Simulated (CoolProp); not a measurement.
Properties of R245ca along the isobar 236 kPa.

Computed with CoolProp (reference Helmholtz-energy equation of state, Zhou 2016).

```csv
T (°C),phase,density (kg/m³),cv (kJ/(kg K)),fugacity coefficient
61.25,gas,12.13,0.9194,___
68.95,gas,11.79,0.9338,0.9462
76.65,gas,11.48,0.9479,0.9503
84.35,gas,11.18,0.9616,0.9540
92.05,gas,10.90,0.9751,___
99.75,gas,10.64,0.9882,0.9603
107.45,gas,10.39,1.001,0.9630
115.25,gas,10.16,1.014,0.9656
122.95,gas,___,1.026,0.9678
130.65,gas,9.723,1.038,___
138.35,gas,9.521,1.050,0.9718
146.05,gas,9.328,1.062,0.9736
153.75,gas,___,1.073,0.9752
161.45,gas,8.968,1.084,0.9767
169.15,gas,8.798,1.095,0.9781
176.85,gas,8.636,1.106,0.9794
```

### Question
What belongs in the gaps?

### Answer

- 61.25, fugacity coefficient: 0.9418
- 92.05, fugacity coefficient: 0.9573
- 122.95, density (kg/m³): 9.935
- 130.65, fugacity coefficient: 0.9699
- 153.75, density (kg/m³): 9.144
